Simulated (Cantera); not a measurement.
**Adiabatic ignition**

An adiabatic, constant-volume homogeneous reactor starts with 3.93 % CH4, 8.02 % O2, 88.1 % N2, equivalence ratio 0.98, at 1400 K and 1.01 bar.

Model: GRI-Mech 3.0 (53 species, 325 reactions), integrated in Cantera.

```
t (s)     T (K)  P (bar)   x CH4     x O2     x H2O     x CO2     x HCN     x HCO
--------  -----  -------  ------  -------  --------  --------  --------  --------
2.00e-6    1400     1.01  0.0393   0.0802  3.36e-10    <1e-12    <1e-12    <1e-12
5.41e-6    1400     1.01  0.0393   0.0802   2.65e-9    <1e-12    <1e-12    <1e-12
1.46e-5    1400     1.01  0.0393   0.0802   1.17e-8    <1e-12    <1e-12    <1e-12
3.95e-5    1400     1.01  0.0393   0.0802   4.58e-8    <1e-12    <1e-12    <1e-12
0.000107   1400     1.01  0.0393   0.0802   2.20e-7  7.67e-12    <1e-12    <1e-12
0.000288   1400     1.01  0.0393   0.0802   1.43e-6  1.90e-10    <1e-12  3.14e-12
0.000780   1400     1.01  0.0393   0.0802   1.21e-5   7.21e-9    <1e-12  5.64e-11
0.00211    1401     1.01  0.0391   0.0801  0.000106   2.13e-7    <1e-12   1.01e-9
0.00570    1408     1.02  0.0378   0.0793   0.00108   4.97e-6    <1e-12   1.69e-8
0.0154     2369     1.72  <1e-12  0.00491    0.0741    0.0328  1.83e-11  9.91e-10
0.0416     2364     1.72  <1e-12  0.00443    0.0741    0.0326  3.07e-11   1.01e-9
0.112      2361     1.72  <1e-12  0.00415    0.0740    0.0325  3.87e-11   1.02e-9
0.304      2361     1.72  <1e-12  0.00413    0.0740    0.0325  3.93e-11   1.02e-9
0.821      2361     1.72  <1e-12  0.00413    0.0740    0.0325  3.93e-11   1.02e-9
2.22       2361     1.72  <1e-12  0.00413    0.0740    0.0325  3.93e-11   1.02e-9
6.00       2361     1.72  <1e-12  0.00413    0.0740    0.0325  3.93e-11   1.02e-9
```
x: mole fraction; the columns are a selection and need not sum to one.

```
Property                                                             Value
---------------------------------  ---------------------------------------
time of steepest temperature rise                                  9.09 ms
temperature at 6.00 s                                               2361 K
equilibrium temperature                                             2361 K
x(CH4) at 6.00 s                     <1e-12 (gas-phase equilibrium <1e-12)
x(O2) at 6.00 s                    0.00413 (gas-phase equilibrium 0.00413)
x(H2O) at 6.00 s                     0.0740 (gas-phase equilibrium 0.0740)
```
